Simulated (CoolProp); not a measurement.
Vapour-liquid equilibrium of R143a (1) + isobutene (2) at 0.0207 MPa; x and y are mole fractions of (1).

Values from CoolProp's multi-fluid Helmholtz-energy mixture model, Lemmon and Jacobsen 2000 and Lemmon 2005; pair parameters Bell 2016.

```
x     bubble temperature (°C)  y at the bubble point  dew temperature at overall composition x (°C)  liquid density (mol/L)
----  -----------------------  ---------------------  ---------------------------------------------  ----------------------
0.05                        ?                  0.556                                              ?                   12.17
0.2                     -67.6                      ?                                          -45.5                   12.66
0.35                    -70.8                  0.874                                          -48.9                   13.00
0.5                     -72.2                  0.894                                          -53.1                       ?
0.65                        ?                  0.911                                              ?                   13.71
0.8                     -74.2                      ?                                          -65.8                   14.13
0.95                    -75.4                  0.979                                          -74.7                   14.60
```

### Question
What belongs in the gaps?

### Answer

- 0.05, bubble temperature (°C): -54.9
- 0.05, dew temperature at overall composition x (°C): -42.5
- 0.2, y at the bubble point: 0.828
- 0.5, liquid density (mol/L): 13.34
- 0.65, bubble temperature (°C): -73.2
- 0.65, dew temperature at overall composition x (°C): -58.4
- 0.8, y at the bubble point: 0.936

No azeotrope shows between x = 0.05 and 0.95.

Pair parameters are fitted to limited data, so mixtures are less certain than the pure fluids. With so large a gap from Raoult's law the liquid may split in two, which this calculation doesn't test in full.
